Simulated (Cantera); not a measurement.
A closed system holds: 1 mol Si₂Cl₆, 7.6 mol NH₃, 67 mol N₂, held at 0.000170 bar.

These are equilibrium values from Cantera (NASA tables, ideal gas, pure condensed phases), not measurements of a reactor. Candidate condensed phases: NH₄Cl, Si, Si₃N₄; 28 gas species. The feed counts by its element totals alone. The tables' values for SiCl, SiN are old estimates; treat these amounts as uncertain. Kinetics and transport are ignored.

Task: At 1948 K, list the 7 most abundant gas species with their mole fractions, and the condensed phases.

Result: N₂ 0.803, H₂ 0.0935, HCl 0.0450, H 0.0265, Si 0.0152, Cl 0.00957, SiCl₂ 0.00616. Condensed: gas only.
